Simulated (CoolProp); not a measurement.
Saturation properties of n-perfluorohexane (Tc = 448.0 K, pc = 1742 kPa, ω = 0.497).

The numbers come from the reference Helmholtz-energy equation of state, Gao 2022 in CoolProp.

```tsv
T (K)	p (kPa)	liquid cp (kJ/(kg K))	vapour Z
347.3	174.3	1.127	0.9069
355.4	220.7	1.141	0.8892
363.5	276.0	1.157	0.8693
371.6	341.4	1.174	0.8469
379.7	417.8	[?]	0.8219
387.8	[?]	[?]	0.7939
395.9	609.3	1.238	0.7623
404	727.2	1.268	0.7266
```

**Question.** Fill in the missing entries.

**Answer.** 
- 379.7, liquid cp (kJ/(kg K)): 1.192
- 387.8, p (kPa): 506.7
- 387.8, liquid cp (kJ/(kg K)): 1.213

It boils at 330.3 K under 1 atm.
